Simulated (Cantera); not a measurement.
## Equilibrium for aluminium nitride and oxide growth: Al(CH3)3 + NH3 + H2

Input: 1 mol Al(CH3)3, 55 mol NH3, 9.7 mol H2, equilibrated at 100 Torr.

Equilibrium computed with Cantera from the NASA thermochemical tables; the gas is ideal and each condensed phase is pure. Candidate condensed phases: Al, AlN, C, C6H6, C7H8, C8H18; 97 gas species. The feed counts by its element totals alone. Kinetics and transport are ignored.

```
T (°C)  log p H2  log p N2  log p HCN  log p H  log p C2H2 (acetylene)  log p CH4  log p HNC  n AlN(s)  n C(graphite)
------  --------  --------  ---------  -------  ----------------------  ---------  ---------  --------  -------------
1175       -0.98     -1.54      -4.40    -5.53                   -6.31      -4.44      -6.25      1.00           2.93
1225       -0.98     -1.54      -4.24    -5.26                   -6.04      -4.55      -6.02      1.00           2.92
1275       -0.98     -1.54      -4.09    -5.00                   -5.79      -4.65      -5.80     1.000           2.90
1325       -0.98     -1.54      -3.95    -4.77                   -5.55      -4.75      -5.60     1.000           2.87
1375       -0.98     -1.54      -3.82    -4.54                   -5.33      -4.84      -5.41     1.000           2.83
1425       -0.98     -1.54      -3.70    -4.33                   -5.13      -4.92      -5.23     1.000           2.78
1475       -0.98     -1.54      -3.59    -4.13                   -4.93      -5.00      -5.06     0.999           2.72
1525       -0.98     -1.54      -3.48    -3.95                   -4.75      -5.08      -4.90     0.998           2.64
1575       -0.98     -1.54      -3.37    -3.77                   -4.57      -5.15      -4.75     0.994           2.54
1625       -0.98     -1.54      -3.28    -3.60                   -4.41      -5.22      -4.61     0.984           2.41
```
log p: log10 of the partial pressure in bar; n: condensed amount in mol.

From 1175 °C to 1625 °C the condensed part is AlN(s) + C(graphite).
